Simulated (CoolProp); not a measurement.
Properties of n-pentane along the isobar 3.64 MPa.

Computed with CoolProp (reference Helmholtz-energy equation of state, Thol 2019).

```tsv
T (K)	phase	density (kg/m³)	cp (kJ/(kg K))	expansivity (1/kK)	conductivity (mW/(m K))
374.8	liquid	544.2	2.698	2.234	90.1
380.1	liquid	537.6	2.732	2.320	88.7
385.4	liquid	530.9	2.767	2.416	87.4
390.7	liquid	524.0	2.804	2.523	86.1
396.1	liquid	516.8	2.843	2.645	84.8
401.4	liquid	509.4	2.884	2.780	83.6
406.7	liquid	501.7	2.927	2.935	82.4
412	liquid	493.8	2.974	3.114	81.3
417.4	liquid	485.3	3.026	3.327	80.2
422.7	liquid	476.5	3.082	3.574	79.2
428	liquid	467.2	3.146	3.874	78.2
433.4	liquid	457.1	3.220	4.250	77.3
```

Thermal conductivity comes from a separate model (Vassiliou 2015).
